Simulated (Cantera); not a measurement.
Feed: 1 mol S, 0.27 mol SO2, 0.33 mol H2, at 15.0 bar.

Cantera equilibrium calculation (NASA polynomials, part measured and part estimated; ideal gas, pure solids and liquids). Candidate condensed phases: H2O, H2SO4, S; 19 gas species. Rates play no part. All values below are at 1548 K.

Base state: S2 0.490, H2O 0.217, SO2 0.152, H2S 0.102, S2O 0.0222, H2 0.0130, SO 0.00193, SH 0.00156 (mole fractions); condensed: gas only.

Task: What changes in the equilibrium state with this change: SO2 from 0.27 to 0.053 mol?

Result: 
| species | before | after |
|---|---|---|
| S2 | 0.490 | 0.547 |
| H2S | 0.102 | 0.282 |
| H2O | 0.217 | 0.120 |
| SO2 | 0.152 | 0.00728 |
| S2O | 0.0222 | 0.00529 |
| H2 | 0.0130 | 0.0340 |
| SO | 0.00193 | 0.000433 |
| SH | 0.00156 | 0.00266 |
